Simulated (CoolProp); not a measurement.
Saturated liquid density (kg/m³) of ethylene: the reference equation beside estimates from Tc = 282.4 K, pc = 5.042 MPa, ω = 0.087.

Model: reference Helmholtz-energy equation of state, Smukala 2000, in CoolProp.

```tsv
T (K)	reference	Redlich-Kwong	Soave-Redlich-Kwong	Peng-Robinson
141.8	605.6	?	583.9	657.3
154.2	588.9	569.0	568.3	640.7
166.5	571.8	551.1	551.6	622.7
178.9	553.8	?	?	?
191.3	535.0	510.2	512.9	580.5
203.6	515.3	487.1	490.8	556.0
216	494.0	461.4	465.9	528.2
228.3	?	432.9	?	496.8
240.7	?	400.5	405.9	?
253.1	413.8	362.6	368.0	416.2
```

Fill in the missing entries.


- 141.8, Redlich-Kwong: 585.7
- 178.9, Redlich-Kwong: 531.6
- 178.9, Soave-Redlich-Kwong: 533.2
- 178.9, Peng-Robinson: 602.7
- 228.3, reference: 470.8
- 228.3, Soave-Redlich-Kwong: 438.1
- 240.7, reference: 444.5
- 240.7, Peng-Robinson: 460.1

Absolute difference from the reference over all 10 rows, mean and median: Redlich-Kwong 6.1 and 5.1 %, Soave-Redlich-Kwong 5.6 and 4.4 %, Peng-Robinson 6.8 and 8.2 %.
